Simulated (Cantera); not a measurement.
## Ignition delay

Mixture: C3H8 : O2 : N2 : H2O = 1 : 5.15 : 19.4 : 0.58 (molar parts), equivalence ratio 0.97, at 5.00 bar, adiabatic and at constant pressure. Ignition delay is the time to a rise of 400 K.

Detailed kinetics in Cantera: GRI-Mech 3.0 (53 species, 325 reactions). GRI-Mech 3.0 was tuned for natural gas; its chemistry of propane as a main component is partial and can be far from experiment.

```json
[
 {"T0 (K)": "1100", "delay (ms)": "19.2"},
 {"T0 (K)": "1150", "delay (ms)": "7.10"},
 {"T0 (K)": "1200", "delay (ms)": "2.70"},
 {"T0 (K)": "1250", "delay (ms)": "1.07"},
 {"T0 (K)": "1300", "delay (ms)": "0.454"},
 {"T0 (K)": "1350", "delay (ms)": "0.206"},
 {"T0 (K)": "1400", "delay (ms)": "0.101"},
 {"T0 (K)": "1450", "delay (ms)": "0.0538"},
 {"T0 (K)": "1500", "delay (ms)": "0.0307"}
]
```

The apparent activation energy between 1400 and 1500 K comes out as 210 kJ/mol.
